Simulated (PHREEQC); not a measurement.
A solution holds 0.75 mol/kgw HF, 0.085 mol/kgw (CH3)4NF and 0.0195 mol/kgw HCl, at 65 °C. It is in equilibrium with CO2 at log p = -3.4 (atm). Otherwise closed; pH follows from the charge balance.

Computed with PHREEQC (ion-association model, phreeqc.dat).

Precipitation was switched off in this run.

Task: What pH, ionic strength, activity of water does the model give?

Result: pH 1.85; ionic strength 0.102 mol/kgw; activity of water 0.985.

Task: In which forms is F present?

Result: HF 83 %, HF2- 15 %, F- 2.5 % of the F.

(CH3)4N+ isn't in the database: it is added as a free cation with an ion size of 4 Å. Constants without temperature data keep their 25 °C values here.
